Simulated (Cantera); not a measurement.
What does this Cantera script print?

```python
import numpy as np
import cantera as ct

gas_names = [...]  # 123 gases of nasa_gas.yaml made of C, H, O, Si
cond_names = """
    C(gr) C6H6(L) C7H8(L) C8H18(L),n-octa H2O(s) H2O(L) Si(cr) Si(L) SiC(b) SiO2(Lqz) SiO2(hqz) SiO2(L)
""".split()


# ... load() reads the species with a 1 bar reference pressure and builds the phases ...
atoms = {
    'SiC': {'Si': 1, 'C': 1},
    'O2': {'O': 2},
    'H2': {'H': 2},
}
top_T = {'C(gr)': 4500, 'SiC(b)': 3050}  # K; cautious upper limits of use, not melting points


# ... equilibrate(T, P, feed) seeds the gas with the atoms and calls Mixture.equilibrate('TP', solver="vcs", rtol=1e-11, max_steps=5000) ...
results = []
T = 1475  # K
P = 1333.22  # Pa
for m in [1.1, 2.3, 4.5, 8.9, 18, 35, 70, 140]:
    feed = {'SiC': 1, 'O2': 0.058, 'H2': m}  # mol
    mix = equilibrate(T, P, feed)
    results.append((T, P, feed, dict(zip(mix.species_names, mix.species_moles))))

top = {s: max(r[3][s] / sum(r[3][g] for g in gas_names) for r in results) for s in gas_names}
cols = sorted((s for s in top if top[s] > 1e-05), key=lambda s: -top[s])[:9]
seen = [c for c in cond_names if any(r[3].get(c, 0) > 1e-12 for r in results)]
print("log10 of partial pressures in bar; condensed amounts in mol")
print(f"{'n(H2)':>10s}" + "".join(f"{s[:9]:>10s}" for s in cols + seen))
for T, P, feed, n in results:
    ng = sum(n[g] for g in gas_names)
    print(f"{feed['H2']:10.4g}" + "".join(f"{np.log10(max(n[s] / ng * P / 1e5, 1e-99)):10.3f}" for s in cols)
          + "".join(f"{n.get(c, 0):10.4g}" for c in seen))
```

Output:

```
log10 of partial pressures in bar; condensed amounts in mol
     n(H2)        H2        CO       SiO         H    SiC(b) SiO2(hqz)
       1.1    -1.894    -3.322    -4.077    -5.834    0.9589   0.03386
       2.3    -1.887    -3.598    -3.985    -5.831    0.9552   0.02644
       4.5    -1.884    -3.816    -3.913    -5.829    0.9473   0.01057
       8.9    -1.881    -4.067    -4.067    -5.827     0.942         0
        18    -1.878    -4.370    -4.370    -5.826     0.942         0
        35    -1.877    -4.658    -4.657    -5.825     0.942         0
        70    -1.876    -4.958    -4.957    -5.825     0.942         0
       140    -1.876    -5.259    -5.258    -5.825    0.9419         0
```

Method: chemical equilibrium by Gibbs-energy minimisation in Cantera with the NASA 1993 tables (ideal gas, pure condensed phases). Mutual solubility and eutectic melting of coexisting phases are not modelled. The tables hold silica as quartz up to 1696 K and as liquid above; real silica turns to tridymite and cristobalite and melts near 1996 K.
